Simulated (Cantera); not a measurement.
Equilibrium for fluorocarbon and chlorocarbon gases: CHF3 + H2

Charge: 1 mol CHF3, 3.5 mol H2, held at 1.33 mbar.

Cantera equilibrium calculation (NASA polynomials, part measured and part estimated; ideal gas, pure solids and liquids). Candidate condensed phases: C, C6H6, C7H8, C8H18; 110 gas species. Ions and electrons are included (thermal ionisation). Rates play no part.

| T (°C) | log p H | log p HF | log p H2 | log p F | log p C | log p C3 | log p C2 | log p CF | n C(graphite) |
|---|---|---|---|---|---|---|---|---|---|
| 1727 | -4.41 | -3.14 | -3.24 | -7.70 | -10.52 | -10.56 | -11.63 | -10.03 | 0.996 |
| 1977 | -3.79 | -3.17 | -3.31 | -6.63 | -8.44 | -8.19 | -9.24 | -8.49 | 0.985 |
| 2227 | -3.37 | -3.22 | -3.54 | -5.73 | -6.78 | -6.30 | -7.34 | -7.21 | 0.956 |
| 2477 | -3.17 | -3.29 | -4.00 | -4.88 | -5.42 | -4.77 | -5.79 | -6.06 | 0.602 |
| 2727 | -3.11 | -3.42 | -4.61 | -4.13 | -4.61 | -4.46 | -5.14 | -5.39 | 0 |
| 2977 | -3.07 | -3.75 | -5.16 | -3.69 | -4.16 | -4.91 | -5.06 | -5.24 | 0 |
| 3227 | -3.06 | -4.26 | -5.66 | -3.53 | -3.99 | -5.92 | -5.41 | -5.55 | 0 |
| 3477 | -3.05 | -4.81 | -6.11 | -3.49 | -3.96 | -7.17 | -5.96 | -6.04 | 0 |
| 3727 | -3.05 | -5.32 | -6.51 | -3.48 | -3.96 | -8.33 | -6.49 | -6.51 | 0 |
| 3977 | -3.05 | -5.78 | -6.86 | -3.48 | -3.96 | -9.35 | -6.95 | -6.94 | 0 |
| 4227 | -3.05 | -6.19 | -7.18 | -3.48 | -3.96 | -10.27 | -7.37 | -7.32 | 0 |
| 4477 | -3.05 | -6.56 | -7.46 | -3.48 | -3.96 | -11.09 | -7.75 | -7.67 | 0 |
| 4727 | -3.05 | -6.89 | -7.72 | -3.48 | -3.96 | -11.84 | -8.09 | -7.98 | 0 |
log p: log10 of the partial pressure in bar; n: condensed amount in mol.

From 1727 °C to 2477 °C the condensed part is C(graphite). From 2727 °C to 4727 °C nothing is condensed. The main C-bearing gas is C2H2 (acetylene) at 1727 °C and C at 4727 °C.
